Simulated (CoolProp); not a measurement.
Vapour-liquid equilibrium of cyclohexane (1) + dimethyl carbonate (2) at 450.9 K; x and y are mole fractions of (1).

Values from CoolProp's multi-fluid Helmholtz-energy mixture model, Zhou 2014 and Zhou 2011; pair parameters Bell 2016.

```csv
x,"bubble pressure, mixture model (bar)","bubble pressure, Raoult's law (bar)","y, mixture model","y, Raoult's law"
0.05,9.570,8.938,___,0.052
0.2,___,8.994,0.299,0.207
0.35,11.55,9.050,___,0.359
0.5,___,9.106,0.513,0.510
0.65,11.69,9.162,0.604,0.659
0.8,___,9.219,___,0.806
0.95,___,9.275,___,0.952
```

### Question
Fill in the missing entries.

### Answer

- 0.05, y, mixture model: 0.102
- 0.2, bubble pressure, mixture model (bar): 10.89
- 0.35, y, mixture model: 0.420
- 0.5, bubble pressure, mixture model (bar): 11.79
- 0.8, bubble pressure, mixture model (bar): 11.18
- 0.8, y, mixture model: 0.717
- 0.95, bubble pressure, mixture model (bar): 9.958
- 0.95, y, mixture model: 0.902

The largest gap from Raoult's law is +29.5 % in bubble pressure, at x = 0.5. y crosses x between x = 0.5 and 0.65: the model has an azeotrope there.

Pair parameters are fitted to limited data, so mixtures are less certain than the pure fluids.
